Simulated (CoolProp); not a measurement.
Vapour-liquid equilibrium of propane (1) + isobutane (2) at 0.00425 MPa; x and y are mole fractions of (1).

Values from CoolProp's multi-fluid Helmholtz-energy mixture model, Lemmon 2009 and Bücker 2006; pair parameters Kunz 2012.

```
x     bubble temperature (°C)  y at the bubble point  dew temperature at overall composition x (°C)  liquid density (mol/L)
----  -----------------------  ---------------------  ---------------------------------------------  ----------------------
0.05                    -74.5                  0.226                                          -72.2                   11.45
0.2                     -80.6                  0.590                                          -74.1                   11.90
0.35                    -84.8                  0.762                                          -76.3                   12.35
0.5                     -88.1                  0.861                                          -78.8                   12.80
0.65                    -90.7                  0.923                                          -81.9                   13.28
0.8                     -92.9                  0.965                                          -86.0                   13.78
0.95                    -94.8                  0.993                                          -92.1                   14.31
```

No azeotrope shows between x = 0.05 and 0.95.

The pair parameters rest on a limited set of measurements; away from them the model extrapolates. The gap from Raoult's law changes sign with composition, which may be real or a fault of the pair parameters; it wasn't checked against measurements.
